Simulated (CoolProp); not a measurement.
Hydrogen chloride along the isobar 120 bar: Z from the reference equation and from simpler models built on Tc = 324.7 K, pc = 83.14 bar, ω = 0.130; each cubic takes its own stable root.

Computed with CoolProp (reference Helmholtz-energy equation of state, Thol 2018).

```json
[
 {"T (K)": "305.7", "phase": "liquid", "reference": "0.2053"},
 {"T (K)": "314.3", "phase": "liquid", "reference": "0.2112"},
 {"T (K)": "323", "phase": "liquid", "reference": "0.2213"},
 {"T (K)": "331.7", "phase": "supercritical", "reference": "0.2402"},
 {"T (K)": "340.4", "phase": "supercritical", "reference": "0.2858"},
 {"T (K)": "349", "phase": "supercritical", "reference": "0.3957"},
 {"T (K)": "357.7", "phase": "supercritical", "reference": "0.4985"},
 {"T (K)": "366.4", "phase": "supercritical", "reference": "0.5678"},
 {"T (K)": "375.1", "phase": "supercritical", "reference": "0.6191"},
 {"T (K)": "383.7", "phase": "supercritical", "reference": "0.6591"},
 {"T (K)": "392.4", "phase": "supercritical", "reference": "0.6925"},
 {"T (K)": "401.1", "phase": "supercritical", "reference": "0.7207"},
 {"T (K)": "409.8", "phase": "supercritical", "reference": "0.7448"},
 {"T (K)": "418.4", "phase": "supercritical", "reference": "0.7657"},
 {"T (K)": "427.1", "phase": "supercritical", "reference": "0.7843"}
]
```

**Question.** How far does each simpler model (van der Waals, Redlich-Kwong, Peng-Robinson) lie from the reference over these 15 states: mean and median of the absolute difference, and the worst?

**Answer.** 
- van der Waals: mean 19.3 %, median 5.7 %, worst +58.2 % at 305.7 K and 120 bar
- Redlich-Kwong: mean 8.8 %, median 0.8 %, worst +26.1 % at 331.7 K and 120 bar
- Peng-Robinson: mean 5.1 %, median 0.4 %, worst +17.6 % at 340.4 K and 120 bar
